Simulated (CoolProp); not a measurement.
The fluid at 189.91 K and 0.716 MPa flows at 3.1 m/s in a round tube of 1 mm bore and 1.5 µm roughness, fully developed (64/Re and Nu = 3.66 if laminar; Colebrook and Gnielinski if turbulent). The same conditions are run with several fluids, on thermodynamics alone (safety and materials aside).

Model: reference Helmholtz-energy equation of state of each fluid (C3F8 (R218): Lemmon 2006; n-heptane: Span 2003; R125: Lemmon 2005), in CoolProp.

| fluid | Reynolds number | Darcy friction factor | pressure drop (Pa/m) | heat-transfer coefficient (W/(m² K)) | mass flow (kg/h) |
|---|---|---|---|---|---|
| C3F8 (R218) | 5120 | 0.0388 | … | … | … |
| n-heptane | … | … | … | 568 | … |
| R125 | 6530 | 0.0365 | 287000 | 5980 | … |

Task: What belongs in the gaps?

Result: 
- C3F8 (R218), pressure drop (Pa/m): 333000
- C3F8 (R218), heat-transfer coefficient (W/(m² K)): 3830
- C3F8 (R218), mass flow (kg/h): 15.6
- n-heptane, Reynolds number: 815
- n-heptane, Darcy friction factor: 0.0785
- n-heptane, pressure drop (Pa/m): 290000
- n-heptane, mass flow (kg/h): 6.75
- R125, mass flow (kg/h): 14.3

Transport values come from each fluid's own correlations; those of C3F8 (R218) are estimates that may be off by 10 % or more.
